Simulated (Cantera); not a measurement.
An isothermal, constant-pressure homogeneous reactor starts with CO : O₂ : H₂O : N₂ = 0.011 : 0.0021 : 0.0012 : 1 (molar parts), equivalence ratio 2.6, at 1500 K and 2.20 bar. Integrator tolerance rtol = 1e-08.

Computed with Cantera and GRI-Mech 3.0 (53 species, 325 reactions).

Question: What does this change do: temperature 1500 to 1000 K?

Answer: 
| quantity | before | after |
|---|---|---|
| x(CO) at 20.0 s | 0.00631 (gas-phase equilibrium 0.00631) | 0.00661 (gas-phase equilibrium 0.00596) |
| x(O₂) at 20.0 s | 8.96e-12 (gas-phase equilibrium 5.77e-12) | 2.71e-6 (gas-phase equilibrium <1e-12) |
| x(H₂O) at 20.0 s | 0.000772 (gas-phase equilibrium 0.000773) | 0.00107 (gas-phase equilibrium 0.000432) |
| x(H₂) at 20.0 s | 0.000413 (gas-phase equilibrium 0.000413) | 0.000113 (gas-phase equilibrium 0.000754) |
| x(H₂O₂) at 20.0 s | <1e-12 (gas-phase equilibrium <1e-12) | 3.62e-12 (gas-phase equilibrium <1e-12) |
| x(HO₂) at 20.0 s | <1e-12 (gas-phase equilibrium <1e-12) | 2.83e-9 (gas-phase equilibrium <1e-12) |
| x(NO) at 20.0 s | 1.69e-6 (gas-phase equilibrium 7.22e-9) | 1.09e-9 (gas-phase equilibrium <1e-12) |
